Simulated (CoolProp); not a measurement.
R1234ze(E) along the isotherm 146.85 °C: fugacity coefficient from the reference equation and from simpler models built on Tc = 109.4 °C, pc = 3635 kPa, ω = 0.313; each cubic takes its own stable root.

Values from CoolProp's reference Helmholtz-energy equation of state, Thol 2016.

```
p (kPa)          phase  reference
-------  -------------  ---------
17.2               gas     0.9988
25.3               gas     0.9982
37.1               gas     0.9974
54.5               gas     0.9962
80                 gas     0.9944
117                gas     0.9918
172                gas     0.9879
253                gas     0.9823
371                gas     0.9741
545                gas     0.9621
800                gas     0.9447
1170               gas     0.9198
1720               gas     0.8834
2530               gas     0.8312
3710     supercritical     0.7574
5450     supercritical     0.6524
```

Task: How far does each simpler model (Redlich-Kwong, Soave-Redlich-Kwong) lie from the reference over these 16 states: mean and median of the absolute difference, and the worst?

Result: 
- Redlich-Kwong: mean 0.3 %, median 0.0 %, worst -2.1 % at 146.85 °C and 5450 kPa
- Soave-Redlich-Kwong: mean 0.3 %, median 0.1 %, worst +2.0 % at 146.85 °C and 5450 kPa
